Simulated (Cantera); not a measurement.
**Thermodynamics of calcination and drying, feed Mg(OH)₂ + CO₂ + H₂O + C**

Feed: 1 mol Mg(OH)₂, 0.11 mol CO₂, 0.021 mol H₂O, 0.0099 mol C, held at 2198 K and 1200 Pa.

These are equilibrium values from Cantera (NASA tables, ideal gas, pure condensed phases), not measurements of a reactor. Candidate condensed phases: C, C₆H₆, C₇H₈, C₈H₁₈, H₂O, Mg, MgCO₃, MgO, Mg(OH)₂; 116 gas species. Kinetics and transport are ignored.

* **x(H₂O)**: 0.783
* **x(CO₂)**: 0.0745
* **x(H₂)**: 0.0507
* **x(CO)**: 0.0255
* **x(O₂)**: 0.0252
* **x(OH)**: 0.0246
* **x(H)**: 0.0114
* **x(O)**: 0.00387
* **x(Mg)**: 0.00107
* **n(MgO(s))**: 0.998 mol
* **gas amount**: 1.199 mol
* **log10 activity of Mg(l) (absent)**: -6.68
* **log10 activity of C(graphite) (absent)**: -8.94
